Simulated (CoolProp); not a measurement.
Propylene glycol along the isobar 899 kPa: fugacity coefficient from the reference equation and from simpler models built on Tc = 674.0 K, pc = 7292 kPa, ω = 0.327; each cubic takes its own stable root.

Values from CoolProp's reference Helmholtz-energy equation of state, Eisenbach 2021.

```tsv
T (K)	phase	reference	Redlich-Kwong	Soave-Redlich-Kwong
340.7	liquid	0.0005149	0.02169	0.005199
356.4	liquid	0.001348	0.03907	0.01064
372.2	liquid	0.003214	0.06621	0.02035
387.9	liquid	0.006997	0.1058	0.03638
403.6	liquid	0.01414	0.1611	0.06158
419.3	liquid	0.02675	0.2354	0.09927
435.1	liquid	0.04793	0.3323	0.1537
450.8	liquid	0.08126	0.4531	0.2283
466.5	liquid	0.1316	0.6005	0.3277
482.3	liquid	0.2051	0.7771	0.4570
498	liquid	0.3071	0.9028	0.6182
513.7	liquid	0.4448	0.9107	0.8153
529.5	liquid	0.6260	0.9178	0.9088
545.2	liquid	0.8551	0.9242	0.9166
```

At some of these states Redlich-Kwong, Soave-Redlich-Kwong gives the other phase, because its saturation line lies elsewhere.
